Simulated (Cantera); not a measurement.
Cantera run:

```python
import numpy as np
import cantera as ct

gas_names = """
    O2 CL2 TiOCL2
""".split()
cond_names = """
    Ti2O3(a) Ti2O3(b) Ti2O3(L) Ti(a) Ti(b) Ti(L) Ti4O7(s) Ti4O7(L) TiCL3(s)
""".split()


# ... load() reads the species with a 1 bar reference pressure and builds the phases ...
species = {s.name: s for s in load("nasa_gas.yaml", gas_names) + load("nasa_condensed.yaml", cond_names)}
# Each term lists the table entries of one substance; the one whose range holds T is used.
reactions = {
    '7 Ti2O3 = 2 Ti + 3 Ti4O7':
        [(-7, ['Ti2O3(a)', 'Ti2O3(b)', 'Ti2O3(L)']), (2, ['Ti(a)', 'Ti(b)', 'Ti(L)']), (3, ['Ti4O7(s)', 'Ti4O7(L)'])],
    '8 TiCl3 + 7 O2(g) = 2 Ti4O7 + 12 Cl2(g)':
        [(-8, ['TiCL3(s)']), (-7, ['O2']), (2, ['Ti4O7(s)', 'Ti4O7(L)']), (12, ['CL2'])],
    '2 Ti2O3 + 4 Cl2(g) = O2(g) + 4 TiOCl2(g)':
        [(-2, ['Ti2O3(a)', 'Ti2O3(b)', 'Ti2O3(L)']), (-4, ['CL2']), (1, ['O2']), (4, ['TiOCL2'])],
}


def pick(names, T):
    return next(species[n] for n in names if species[n].thermo.min_temp <= T <= species[n].thermo.max_temp)


results = []
for label, terms in reactions.items():
    print(label)
    print("     T/K   dH/kJ  dS/(J/K)   dG/kJ   log10 K")
    for T in [300, 398, 423, 448, 473, 498, 523, 548, 573, 598]:
        used = [(nu, pick(names, T)) for nu, names in terms]
        dH = sum(nu * s.thermo.h(T) for nu, s in used) / 1e6
        dS = sum(nu * s.thermo.s(T) for nu, s in used) / 1e3
        dG = dH - T * dS / 1e3
        logK = -dG * 1e6 / (ct.gas_constant * T * np.log(10))
        results.append((label, T, dH, dS, dG, logK, [s.name for _, s in used]))
        print(f"{T:8g} {dH:8.1f} {dS:8.1f} {dG:8.1f} {logK:8.2f}")
```

It prints:

```
7 Ti2O3 = 2 Ti + 3 Ti4O7
     T/K   dH/kJ  dS/(J/K)   dG/kJ   log10 K
     300    432.0    115.0    397.5   -69.21
     398    431.0    112.3    386.3   -50.69
     423    429.3    108.2    383.5   -47.36
     448    426.6    102.1    380.9   -44.41
     473    415.1     77.4    378.5   -41.80
     498    413.2     73.4    376.6   -39.50
     523    411.2     69.5    374.8   -37.43
     548    409.1     65.8    373.1   -35.56
     573    407.1     62.1    371.5   -33.87
     598    405.0     58.6    370.0   -32.32
8 TiCl3 + 7 O2(g) = 2 Ti4O7 + 12 Cl2(g)
     T/K   dH/kJ  dS/(J/K)   dG/kJ   log10 K
     300  -1035.4    519.5  -1191.3   207.42
     398  -1047.7    483.6  -1240.2   162.77
     423  -1050.1    477.8  -1252.2   154.63
     448  -1052.3    472.8  -1264.1   147.39
     473  -1054.3    468.4  -1275.9   140.90
     498  -1056.2    464.6  -1287.5   135.05
     523  -1057.9    461.2  -1299.1   129.75
     548  -1059.5    458.2  -1310.6   124.92
     573  -1061.1    455.3  -1322.0   120.51
     598  -1062.6    452.7  -1333.4   116.47
2 Ti2O3 + 4 Cl2(g) = O2(g) + 4 TiOCl2(g)
     T/K   dH/kJ  dS/(J/K)   dG/kJ   log10 K
     300    859.4    441.7    726.9  -126.56
     398    857.0    435.1    683.9   -89.75
     423    855.8    432.1    673.0   -83.11
     448    854.2    428.4    662.3   -77.21
     473    850.0    419.5    651.6   -71.96
     498    848.5    416.4    641.2   -67.25
     523    846.9    413.3    630.8   -63.00
     548    845.3    410.3    620.5   -59.14
     573    843.7    407.3    610.3   -55.63
     598    841.9    404.4    600.1   -52.42
```

Cantera with NASA thermochemical tables; ideal gases at 1 bar, condensed phases pure. Condensed species are held in their standard states even where they would react or evaporate.
